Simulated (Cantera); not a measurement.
**Reactions in the system C-F**

Cantera with NASA thermochemical tables; ideal gases at 1 bar, condensed phases pure. Values are per mole of reaction as written; species without (g) are pure solids or liquids, kept so even where they would boil at 1 bar.

2 CF4(g) = 2 CF3(g) + F2(g)

```csv
T (K),ΔH° (kJ),ΔS° (J/K),ΔG° (kJ),log10 K
1198,922.2,207.5,673.7,-29.37
1348,921.0,206.5,642.6,-24.90
1498,919.7,205.6,611.7,-21.33
1648,918.3,204.7,581.0,-18.41
1798,916.9,203.9,550.3,-15.99
1948,915.5,203.1,519.8,-13.94
2098,914.0,202.4,489.4,-12.18
2248,912.5,201.7,459.1,-10.67
2398,910.9,201.0,428.9,-9.34
2548,909.3,200.4,398.8,-8.18
```

CF2(g) + F(g) = CF3(g)

```csv
T (K),ΔH° (kJ),ΔS° (J/K),ΔG° (kJ),log10 K
1198,-369.8,-139.9,-202.2,8.81
1348,-369.5,-139.7,-181.2,7.02
1498,-369.1,-139.4,-160.3,5.59
1648,-368.7,-139.2,-139.4,4.42
1798,-368.3,-138.9,-118.5,3.44
1948,-367.8,-138.7,-97.7,2.62
2098,-367.3,-138.4,-76.9,1.91
2248,-366.8,-138.2,-56.1,1.30
2398,-366.3,-138.0,-35.4,0.77
2548,-365.8,-137.8,-14.8,0.30
```
